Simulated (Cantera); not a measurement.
Standard-state values (1 bar) from the NASA 1993 polynomials, evaluated with Cantera. Values are per mole of reaction as written; species without (g) are pure solids or liquids, kept so even where they would boil at 1 bar.

Ti4O7 ⇌ 3 TiO2 + TiO(g)

```csv
T (K),ΔH° (kJ),ΔS° (J/K),ΔG° (kJ),log10 K
1025,___,___,___,___
1075,604.7,155.6,437.4,-21.25
1125,603.0,154.1,429.7,-19.95
1175,601.3,152.6,422.0,-18.76
1225,___,___,___,___
1275,597.8,149.7,406.9,-16.67
1325,___,___,___,___
```

Problem. Fill in the missing entries.

Solution. 
- 1025, ΔH° (kJ): 606.4
- 1025, ΔS° (J/K): 157.2
- 1025, ΔG° (kJ): 445.3
- 1025, log10 K: -22.69
- 1225, ΔH° (kJ): 599.5
- 1225, ΔS° (J/K): 151.1
- 1225, ΔG° (kJ): 414.4
- 1225, log10 K: -17.67
- 1325, ΔH° (kJ): 596.0
- 1325, ΔS° (J/K): 148.3
- 1325, ΔG° (kJ): 399.5
- 1325, log10 K: -15.75
